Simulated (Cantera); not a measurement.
An isothermal, constant-pressure homogeneous reactor starts with C2H6 : N2 = 1 : 4.5 (molar parts), at 1498 K and 1.00 bar.

Cantera simulation using GRI-Mech 3.0 (53 species, 325 reactions); the numbers are that mechanism's predictions, not measurements. GRI-Mech 3.0 stops at C3 and has no aromatics, soot or wall deposition, so with more carbon than oxygen in the feed, carbon stays in small species such as C2H2 where larger ones or solid carbon would form.

x: mole fraction; the columns are a selection and need not sum to one.

| t (s) | x C2H6 | x CH4 | x C2H2 | x CH3 | x C2H4 | x H2 | x H |
|---|---|---|---|---|---|---|---|
| 4.00e-5 | 0.152 | 0.00593 | 0.000323 | ___ | 0.0196 | 0.0181 | 4.84e-5 |
| 0.000140 | 0.0848 | 0.0222 | 0.00481 | ___ | 0.0638 | 0.0635 | 5.94e-5 |
| 0.000493 | 0.0114 | 0.0451 | 0.0286 | ___ | 0.0914 | 0.126 | 5.89e-5 |
| 0.00173 | 0.000486 | 0.0478 | 0.0585 | ___ | 0.0656 | 0.159 | 1.77e-5 |
| 0.00608 | 6.19e-5 | 0.0472 | 0.0796 | ___ | 0.0420 | 0.178 | 7.90e-6 |
| 0.0213 | 3.11e-5 | 0.0461 | 0.102 | ___ | 0.0165 | 0.198 | 7.23e-6 |
| 0.0750 | 2.01e-5 | 0.0452 | 0.111 | 3.06e-5 | 0.00682 | 0.206 | 6.90e-6 |
| 0.263 | 1.90e-5 | 0.0431 | 0.112 | 2.94e-5 | 0.00676 | 0.208 | 7.05e-6 |
| 0.924 | 1.69e-5 | 0.0380 | 0.113 | ___ | 0.00703 | 0.215 | 7.47e-6 |
| 3.24 | 1.48e-5 | 0.0320 | 0.115 | 2.35e-5 | 0.00735 | 0.222 | 8.06e-6 |
| 11.4 | 1.45e-5 | 0.0310 | 0.116 | 2.29e-5 | 0.00741 | 0.223 | 8.17e-6 |
| 40.0 | 1.45e-5 | 0.0310 | 0.116 | 2.29e-5 | 0.00741 | 0.223 | 8.17e-6 |

Task: Fill in the missing entries.

Result: 
- 4.00e-5, x CH3: 0.00193
- 0.000140, x CH3: 0.00149
- 0.000493, x CH3: 0.000530
- 0.00173, x CH3: 0.000106
- 0.00608, x CH3: 4.18e-5
- 0.0213, x CH3: 3.40e-5
- 0.924, x CH3: 2.67e-5
